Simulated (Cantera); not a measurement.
# Counterflow diffusion flame

A counterflow diffusion flame at 1.00 bar, nozzles 20 mm apart: fuel side 51.5 % CH₄, 7.22 % CO, 41.2 % N₂ at 575 K, oxidiser side 20.0 % O₂, 80.0 % N₂ at 398 K, fuel mass flux 0.78 times the oxidiser's; mixture-averaged transport, no radiation.

Cantera simulation using GRI-Mech 3.0 (53 species, 325 reactions); the numbers are that mechanism's predictions, not measurements. GRI-Mech 3.0 has no aromatics or soot, which form on the fuel side of real flames. The maximum strain rate includes the flame's own expansion and is several times the mean. A flux with no burning solution from the previous one only brackets extinction.

```
oxidiser flux (kg/m²/s)  max strain (1/s)  mean strain (1/s)  T max (K)  peak x OH  peak x H  peak x NO  peak x CO  peak x C₂H₂
-----------------------  ----------------  -----------------  ---------  ---------  --------  ---------  ---------  -----------
0.25                                  148               35.7       1985    0.00542   0.00290   0.000182     0.0722      0.00682
0.33                                  189               47.1       1972    0.00540   0.00301   0.000167     0.0722      0.00638
0.44                                  246               62.8       1959    0.00534   0.00312   0.000149     0.0722      0.00595
0.59                                  323               84.2       1945    0.00528   0.00322   0.000130     0.0722      0.00555
0.78                                  419                111       1929    0.00515   0.00329   0.000110     0.0722      0.00509
1                                     529                143       1912    0.00499   0.00331    9.18e-5     0.0722      0.00463
1.4                                   726                200       1885    0.00469   0.00328    6.60e-5     0.0722      0.00391
1.8                                   918                257       1856    0.00432   0.00314    4.61e-5     0.0722      0.00322
2.4                                  1200                343       1801    0.00358   0.00269    2.24e-5     0.0722      0.00211
```
x: mole fraction; the columns are a selection and need not sum to one.

At the next flux tried, 3.2 kg/m²/s, no burning solution was found from the previous one.
